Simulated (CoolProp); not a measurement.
Vapour-liquid equilibrium of R152A (1) + isobutane (2) at 39.2 kPa; x and y are mole fractions of (1).

Model: multi-fluid Helmholtz-energy mixture model, Outcalt 1996 and Bücker 2006; pair parameters Bell 2016, in CoolProp.

Give the bubble temperature and the first vapour's composition at x = 0.05, 0.275, 0.8. Is there an azeotrope?

x = 0.05: 234.4 K, y = 0.253; x = 0.275: 226.2 K, y = 0.584; x = 0.8: 225.2 K, y = 0.691. y crosses x between x = 0.65 and 0.725: the model has an azeotrope there.

Pair parameters are fitted to limited data, so mixtures are less certain than the pure fluids.
